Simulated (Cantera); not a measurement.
## Transport properties of process gases

Gas mixture: 100 % H2O, at 10.00 Torr, frozen composition.

Cantera's kinetic-theory transport with the Lennard-Jones parameters of GRI-Mech 3.0, ideal gas; thermal conductivity in the mixture-averaged form. Polar gases are described roughly by these parameters.

| T (K) | ρ (kg/m³) | cp (J/kg/K) | μ (µPa s) | λ (mW/m/K) | Pr | D (cm²/s) N2 | D (cm²/s) CO2 | D (cm²/s) H |
|---|---|---|---|---|---|---|---|---|
| 400 | 0.00722 | 1902 | 14.0 | 37.0 | 0.718 | 30.1 | 21.7 | 173 |
| 650 | 0.00444 | 2049 | 23.4 | 66.8 | 0.717 | 74.0 | 56.0 | 428 |
| 900 | 0.00321 | 2220 | 32.6 | 102 | 0.712 | 132 | 103 | 767 |
| 1150 | 0.00251 | 2401 | 41.5 | 140 | 0.713 | 202 | 160 | 1180 |
| 1400 | 0.00206 | 2565 | 50.0 | 179 | 0.716 | 282 | 226 | 1650 |
| 1650 | 0.00175 | 2708 | 58.0 | 219 | 0.718 | 373 | 300 | 2180 |
D: mixture-averaged diffusion coefficient of that species in the mixture.
